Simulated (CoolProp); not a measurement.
R1234ze(E) along the isotherm 134.75 °C: Z from the reference equation and from simpler models built on Tc = 109.4 °C, pc = 3.635 MPa, ω = 0.313; each cubic takes its own stable root.

Model: reference Helmholtz-energy equation of state, Thol 2016, in CoolProp.

| p (MPa) | phase | reference |
|---|---|---|
| 1.88 | gas | 0.8416 |
| 3.75 | supercritical | 0.6390 |
| 5.62 | supercritical | 0.3704 |
| 7.5 | supercritical | 0.3553 |
| 9.38 | supercritical | 0.4014 |
| 11.2 | supercritical | 0.4529 |
| 13.1 | supercritical | 0.5083 |
| 15 | supercritical | 0.5640 |

### Question
How far does each simpler model (van der Waals, Soave-Redlich-Kwong) lie from the reference over these 8 states: mean and median of the absolute difference, and the worst?

### Answer
- van der Waals: mean 21.1 %, median 29.7 %, worst +33.9 % at 134.75 °C and 15 MPa
- Soave-Redlich-Kwong: mean 11.8 %, median 13.8 %, worst +19.2 % at 134.75 °C and 7.5 MPa
